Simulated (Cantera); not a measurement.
Gas mixture: NO : N₂O = 0.47 : 0.15 (molar parts), at 800 Pa, frozen composition.

Cantera's kinetic-theory transport with the Lennard-Jones parameters of GRI-Mech 3.0, ideal gas; thermal conductivity in the mixture-averaged form. The composition is frozen, though it would react at the higher temperatures.

D: mixture-averaged diffusion coefficient of that species in the mixture.

```tsv
T (K)	ρ (kg/m³)	cp (J/kg/K)	μ (µPa s)	λ (mW/m/K)	Pr	D (cm²/s) OH	D (cm²/s) O	D (cm²/s) H₂O
400	0.00803	989.5	22.0	30.6	0.713	(withheld)	62.9	45.8
550	0.00584	1043	27.9	40.7	0.715	(withheld)	109	83.5
700	0.00459	1094	33.1	50.5	0.718	(withheld)	163	130
850	0.00378	1137	37.8	59.7	0.720	(withheld)	226	184
1000	0.00321	1172	42.2	68.5	0.722	(withheld)	297	245
1150	0.00279	1195	46.3	76.8	0.720	(withheld)	375	313
1300	0.00247	1216	50.2	84.8	0.720	(withheld)	459	386
```

Task: Complete the blanks.

Result: 
- 400, D (cm²/s) OH: 61.6
- 550, D (cm²/s) OH: 106
- 700, D (cm²/s) OH: 160
- 850, D (cm²/s) OH: 222
- 1000, D (cm²/s) OH: 291
- 1150, D (cm²/s) OH: 367
- 1300, D (cm²/s) OH: 450
